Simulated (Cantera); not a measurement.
Gas mixture: CH₄ : H₂O : C₃H₈ = 0.21 : 0.17 : 0.81 (molar parts), at 100.0 Torr, frozen composition.

Cantera's kinetic-theory transport with the Lennard-Jones parameters of GRI-Mech 3.0, ideal gas; thermal conductivity in the multicomponent form. Polar gases are described roughly by these parameters. The composition is frozen, though it would react at the higher temperatures.

D: mixture-averaged diffusion coefficient of that species in the mixture.

| T (K) | ρ (kg/m³) | cp (J/kg/K) | μ (µPa s) | λ (mW/m/K) | Pr | D (cm²/s) OH | D (cm²/s) H₂ | D (cm²/s) CH₃ |
|---|---|---|---|---|---|---|---|---|
| 400 | 0.142 | 2148 | 11.6 | 33.8 | 0.739 | 2.64 | 6.77 | 1.92 |
| 600 | 0.0947 | 2881 | 16.6 | 63.6 | 0.752 | 5.37 | 13.5 | 3.98 |
| 800 | 0.0710 | 3451 | 20.9 | 95.3 | 0.756 | 8.79 | 22.0 | 6.59 |
| 1000 | 0.0568 | 3889 | [?] | [?] | 0.758 | [?] | [?] | [?] |
| 1200 | 0.0473 | 4198 | 28.3 | 157 | 0.757 | 17.4 | 43.3 | 13.2 |
| 1400 | 0.0406 | 4456 | [?] | [?] | 0.757 | [?] | [?] | [?] |
| 1600 | 0.0355 | 4669 | 34.7 | 214 | 0.757 | 28.1 | 69.8 | 21.4 |

Question: What belongs in the gaps?

Answer: 
- 1000, μ (µPa s): 24.8
- 1000, λ (mW/m/K): 127
- 1000, D (cm²/s) OH: 12.8
- 1000, D (cm²/s) H₂: 31.9
- 1000, D (cm²/s) CH₃: 9.66
- 1400, μ (µPa s): 31.6
- 1400, λ (mW/m/K): 186
- 1400, D (cm²/s) OH: 22.5
- 1400, D (cm²/s) H₂: 55.9
- 1400, D (cm²/s) CH₃: 17.1
